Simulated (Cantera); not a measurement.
Mixture: CO : H₂ : O₂ : N₂ = 1 : 0.046 : 0.817 : 4.82 (molar parts), equivalence ratio 0.64, at 1.10 bar, adiabatic and at constant volume. Ignition delay is the time to a rise of 400 K.

Cantera simulation using GRI-Mech 3.0 (53 species, 325 reactions); the numbers are that mechanism's predictions, not measurements. Below about 950 K walls govern HO2 and H2O2 in real vessels. Where the delays flatten at high temperature, the 400 K rule measures the pace of heat release, not the induction time.

### Question
What does this change do: constant pressure in place of constant volume?

### Answer
| quantity | before | after |
|---|---|---|
| delay at 875 K | 0.282 s | 0.339 s |
| delay at 1075 K | 0.590 ms | 0.692 ms |
| delay at 1275 K | 0.220 ms | 0.284 ms |
| delay at 1475 K | 0.166 ms | 0.233 ms |
| delay at 1675 K | 0.167 ms | 0.255 ms |
